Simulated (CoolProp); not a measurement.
Vapour-liquid equilibrium of n-heptane (1) + p-xylene (2) at 355.2 K; x and y are mole fractions of (1).

The numbers come from the multi-fluid Helmholtz-energy mixture model, Span 2003 and Zhou 2012; pair parameters Bell 2016 in CoolProp.

```
x      bubble pressure, mixture model (bar)  bubble pressure, Raoult's law (bar)  y, mixture model  y, Raoult's law
-----  ------------------------------------  -----------------------------------  ----------------  ---------------
0.05                                 0.2001                               0.1911             0.195            0.160
0.125                                0.2430                               0.2243             0.384            0.340
0.2                                  0.2821                               0.2574             0.510            0.475
0.275                                0.3184                               0.2905             0.601            0.578
0.35                                 0.3524                               0.3236             0.671            0.660
0.425                                   [?]                               0.3568             0.728            0.728
0.5                                  0.4155                               0.3899             0.776            0.783
0.575                                0.4455                               0.4230             0.818            0.830
0.65                                 0.4748                               0.4562             0.856            0.870
0.725                                0.5038                               0.4893             0.890            0.905
0.8                                     [?]                               0.5224             0.922            0.935
0.875                                0.5617                               0.5555             0.952            0.962
0.95                                    [?]                               0.5887             0.981            0.986
```

Q: Fill in the missing entries.

A: 
- 0.425, bubble pressure, mixture model (bar): 0.3846
- 0.8, bubble pressure, mixture model (bar): 0.5327
- 0.95, bubble pressure, mixture model (bar): 0.5910

The largest gap from Raoult's law is +9.6 % in bubble pressure, at x = 0.2. No azeotrope shows between x = 0.05 and 0.95.

Pair parameters are fitted to limited data, so mixtures are less certain than the pure fluids.
